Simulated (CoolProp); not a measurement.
Cyclopropane along the isobar 204 bar: density (kg/m³) from the reference equation and from simpler models built on Tc = 125.5 °C, pc = 56.05 bar, ω = 0.131; each cubic takes its own stable root.

Model: reference Helmholtz-energy equation of state, Polt 1992, in CoolProp. This equation is an older, rougher fit; its heat capacities, sound speeds and derivatives of the liquid may be far off and weren't checked against measurements.

```csv
T (°C),phase,reference
80.15,liquid,582.1
88.15,liquid,570.8
96.15,liquid,559.2
104.05,liquid,547.5
112.05,liquid,535.3
120.05,liquid,522.8
128.05,supercritical,510.0
136.05,supercritical,496.8
143.95,supercritical,483.4
151.95,supercritical,469.5
159.95,supercritical,455.3
167.95,supercritical,440.7
175.95,supercritical,425.9
183.85,supercritical,411.2
191.85,supercritical,396.1
199.85,supercritical,381.2
```

How far does each simpler model (van der Waals, Redlich-Kwong) lie from the reference over these 16 states: mean and median of the absolute difference, and the worst?


- van der Waals: mean 24.9 %, median 25.8 %, worst -30.8 % at 80.15 °C and 204 bar
- Redlich-Kwong: mean 7.8 %, median 8.0 %, worst -8.3 % at 128.05 °C and 204 bar
